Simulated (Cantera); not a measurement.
Input (Python, Cantera) and output of one run.

```python
import numpy as np
import cantera as ct

gas_names = [...]  # 123 gases of nasa_gas.yaml made of C, H, O, Si
cond_names = """
    C(gr) C6H6(L) C7H8(L) C8H18(L),n-octa H2O(s) H2O(L) Si(cr) Si(L) SiC(b) SiO2(Lqz) SiO2(hqz) SiO2(L)
""".split()


# ... load() reads the species with a 1 bar reference pressure and builds the phases ...
atoms = {
    'SiO2': {'Si': 1, 'O': 2},
    'C': {'C': 1},
    'H2': {'H': 2},
    'CH4': {'C': 1, 'H': 4},
}
top_T = {'C(gr)': 4500, 'SiC(b)': 3050}  # K; cautious upper limits of use, not melting points


# ... equilibrate(T, P, feed) seeds the gas with the atoms and calls Mixture.equilibrate('TP', solver="vcs", rtol=1e-11, max_steps=5000) ...
results = []
feed = {'SiO2': 1, 'C': 1.3, 'H2': 15, 'CH4': 0.37}  # mol
T = 1973  # K
for P in [10, 52, 270, 1400, 7200, 37000, 190000, 1000000]:
    mix = equilibrate(T, P, feed)
    results.append((T, P, feed, dict(zip(mix.species_names, mix.species_moles))))

top = {s: max(r[3][s] / sum(r[3][g] for g in gas_names) for r in results) for s in gas_names}
cols = sorted((s for s in top if top[s] > 0.001), key=lambda s: -top[s])[:5]
seen = [c for c in cond_names if any(r[3].get(c, 0) > 1e-12 for r in results)]
print("log10 of partial pressures in bar; condensed amounts in mol")
print(f"{'P/Pa':>10s}" + "".join(f"{s[:9]:>10s}" for s in cols + seen))
for T, P, feed, n in results:
    ng = sum(n[g] for g in gas_names)
    print(f"{P:10.4g}" + "".join(f"{np.log10(max(n[s] / ng * P / 1e5, 1e-99)):10.3f}" for s in cols)
          + "".join(f"{n.get(c, 0):10.4g}" for c in seen))
```

Output:

```
log10 of partial pressures in bar; condensed amounts in mol
      P/Pa        H2         H        CO       SiO        Si    SiC(b)   SiO2(L)
        10    -4.127    -4.933    -5.069    -5.767    -5.475         0         0
        52    -3.370    -4.555    -4.374    -4.865    -5.022    0.1482         0
       270    -2.634    -4.187    -3.686    -4.029    -4.948    0.2925         0
      1400    -1.911    -3.825    -2.977    -3.288    -4.932    0.3259         0
      7200    -1.197    -3.468    -2.267    -2.571    -4.929    0.3327         0
   3.7e+04    -0.485    -3.112    -1.556    -1.859    -4.928    0.3342         0
   1.9e+05     0.226    -2.757    -0.845    -1.148    -4.928    0.3347         0
     1e+06     0.963    -2.388    -0.166    -0.927    -5.158    0.4858    0.3117
```

Equilibrium computed with Cantera from the NASA thermochemical tables; the gas is ideal and each condensed phase is pure. Mutual solubility and eutectic melting of coexisting phases are not modelled. The tables hold silica as quartz up to 1696 K and as liquid above; real silica turns to tridymite and cristobalite and melts near 1996 K. Gases not in the tables: Si2H6 and higher silanes.
